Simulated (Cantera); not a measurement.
A closed system holds: 1 mol C2H5OH, 0.76 mol H2, held at 2650 K and 0.00110 bar.

Method: chemical equilibrium by Gibbs-energy minimisation in Cantera with the NASA 1993 tables (ideal gas, pure condensed phases). Rates play no part.

```csv
species,before,after
H2,0.206,0.790
CO,0.141,0.205
H2O,<1e-9,0.00225
H,0.642,<1e-9
C3,0.00407,<1e-9
C2H2 (acetylene),0.00405,<1e-9
CO2,<1e-9,0.00208
C2H,0.00122,<1e-9
C,0.00106,<1e-9
C2,0.000386,<1e-9
"C(graphite), mol",0.824,1.02
```
Gas species are given as mole fractions.

Q: What was changed between the two runs?
A) temperature from 2650 K to 2525 K
B) temperature from 2650 K to 825 K
C) pressure from 0.00110 bar to 60.0 bar
D) temperature from 2650 K to 1925 K

A: B, temperature from 2650 K to 825 K
